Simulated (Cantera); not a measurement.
Input (Python, Cantera) and output of one run.

```python
import numpy as np
import cantera as ct

gas_names = [...]  # 91 gases of nasa_gas.yaml made of C, Cl, H
cond_names = """
    C(gr) C6H6(L) C7H8(L) C8H18(L),n-octa
""".split()


# ... load() reads the species with a 1 bar reference pressure and builds the phases ...
atoms = {
    'CH3Cl': {'C': 1, 'H': 3, 'CL': 1},
    'HCl': {'H': 1, 'CL': 1},
    'H2': {'H': 2},
}
top_T = {'C(gr)': 4500}  # K; cautious upper limits of use, not melting points


# ... equilibrate(T, P, feed) seeds the gas with the atoms and calls Mixture.equilibrate('TP', solver="vcs", rtol=1e-11, max_steps=5000) ...
results = []
feed = {'CH3Cl': 1, 'HCl': 0.021, 'H2': 0.13}  # mol
P = 13  # Pa
for T in [2600, 2650, 2700, 2750, 2800, 2850, 2900, 2950, 3000, 3050]:
    mix = equilibrate(T, P, feed)
    results.append((T, P, feed, dict(zip(mix.species_names, mix.species_moles))))

top = {s: max(r[3][s] / sum(r[3][g] for g in gas_names) for r in results) for s in gas_names}
cols = sorted((s for s in top if top[s] > 1e-05), key=lambda s: -top[s])[:8]
seen = [c for c in cond_names if any(r[3].get(c, 0) > 1e-12 for r in results)]
print("log10 of partial pressures in bar; condensed amounts in mol")
print(f"{'T/K':>10s}" + "".join(f"{s[:9]:>10s}" for s in cols + seen))
for T, P, feed, n in results:
    ng = sum(n[g] for g in gas_names)
    print(f"{T:10.4g}" + "".join(f"{np.log10(max(n[s] / ng * P / 1e5, 1e-99)):10.3f}" for s in cols)
          + "".join(f"{n.get(c, 0):10.4g}" for c in seen))
```

It prints:

```
log10 of partial pressures in bar; condensed amounts in mol
       T/K         H        CL         C        C3        H2       HCL        C2       C2H     C(gr)
      2600    -4.049    -4.530    -6.205    -5.655    -5.267    -5.594    -6.682    -6.895    0.7394
      2650    -4.049    -4.538    -5.934    -5.349    -5.440    -5.772    -6.372    -6.770    0.4655
      2700    -4.059    -4.553    -5.687    -5.096    -5.626    -5.963    -6.101    -6.687         0
      2750    -4.056    -4.554    -5.539    -5.121    -5.781    -6.120    -6.020    -6.774         0
      2800    -4.055    -4.555    -5.399    -5.153    -5.935    -6.275    -5.946    -6.866         0
      2850    -4.056    -4.558    -5.267    -5.196    -6.088    -6.427    -5.883    -6.964         0
      2900    -4.058    -4.562    -5.145    -5.253    -6.238    -6.577    -5.832    -7.070         0
      2950    -4.062    -4.567    -5.034    -5.328    -6.386    -6.725    -5.796    -7.186         0
      3000    -4.067    -4.572    -4.935    -5.425    -6.531    -6.869    -5.778    -7.317         0
      3050    -4.072    -4.578    -4.850    -5.551    -6.673    -7.010    -5.782    -7.466         0
```

Method: chemical equilibrium by Gibbs-energy minimisation in Cantera with the NASA 1993 tables (ideal gas, pure condensed phases).
